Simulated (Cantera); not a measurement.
NO annealing gas

A perfectly stirred reactor is fed with 13.5 % NO, 86.5 % N2, at 1.50 bar; it is held at 1800 K, and followed from long to short residence time.

Cantera simulation using GRI-Mech 3.0 (53 species, 325 reactions); the numbers are that mechanism's predictions, not measurements.

| τ (s) | x NO | x N2O | x N2 | x O | x NO2 | x O2 |
|---|---|---|---|---|---|---|
| 18 | 0.0599 | 1.67e-6 | 0.902 | 1.96e-5 | 7.83e-5 | 0.0375 |
| 5.5 | 0.0917 | 3.70e-6 | 0.887 | 1.51e-5 | 9.22e-5 | 0.0216 |
| 1.7 | 0.116 | 5.87e-6 | 0.874 | 1.05e-5 | 8.04e-5 | 0.00945 |
| 0.52 | 0.128 | 7.17e-6 | 0.868 | 7.04e-6 | 5.92e-5 | 0.00329 |
| 0.16 | 0.133 | 7.65e-6 | 0.866 | 5.21e-6 | 4.48e-5 | 0.00104 |
| 0.049 | 0.134 | 7.69e-6 | 0.865 | 4.36e-6 | 3.77e-5 | 0.000304 |
| 0.015 | 0.135 | 7.33e-6 | 0.865 | 3.78e-6 | 3.25e-5 | 7.87e-5 |
| 0.0046 | 0.135 | 6.26e-6 | 0.865 | 2.83e-6 | 2.37e-5 | 1.41e-5 |
| 0.0014 | 0.135 | 4.20e-6 | 0.865 | 1.38e-6 | 1.05e-5 | 1.05e-6 |
| 0.00043 | 0.135 | 2.03e-6 | 0.865 | 4.99e-7 | 2.87e-6 | 4.85e-8 |
| 0.00013 | 0.135 | 7.47e-7 | 0.865 | 2.17e-7 | 6.82e-7 | 3.79e-9 |
x: mole fraction; the columns are a selection and need not sum to one.
